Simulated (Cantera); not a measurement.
A freely propagating, adiabatic, planar premixed flame of H2 : O2 : N2 = 1 : 0.294 : 1.11 (molar parts), unburnt at 600 K and 6.90 bar; mixture-averaged transport, grid criteria slope 0.08 and curve 0.16, no radiation.

Model: the H2/O2 subset of GRI-Mech 3.0, which has no nitrogen chemistry, integrated in Cantera. The hydrogen kinetics of GRI-Mech 3.0 are dated; newer H2 mechanisms differ, most at raised pressure. Burning velocities carry a grid error of a few per cent, more on coarse grids.

**Question.** What does this change do: 0.043 parts H2O added?

**Answer.** 
```tsv
quantity	before	after
laminar burning velocity	915 cm/s	864 cm/s
thermal thickness	0.0374 mm	0.0367 mm
peak x(O)	0.00337	0.00303
peak x(OH)	0.00769	0.00740
peak x(H)	0.0529	0.0484
```

**Question.** What does this change do: inlet temperature 600 to 498 K?

**Answer.** 
| quantity | before | after |
|---|---|---|
| laminar burning velocity | 915 cm/s | 650 cm/s |
| thermal thickness | 0.0374 mm | 0.0346 mm |
| peak x(O) | 0.00337 | 0.00283 |
| peak x(OH) | 0.00769 | 0.00644 |
| peak x(H) | 0.0529 | 0.0465 |

**Question.** What does this change do: N2 1.11 to 0.87 parts?

**Answer.** 
```tsv
quantity	before	after
laminar burning velocity	915 cm/s	1130 cm/s
thermal thickness	0.0374 mm	0.0361 mm
peak x(O)	0.00337	0.00441
peak x(OH)	0.00769	0.0110
peak x(H)	0.0529	0.0660
```
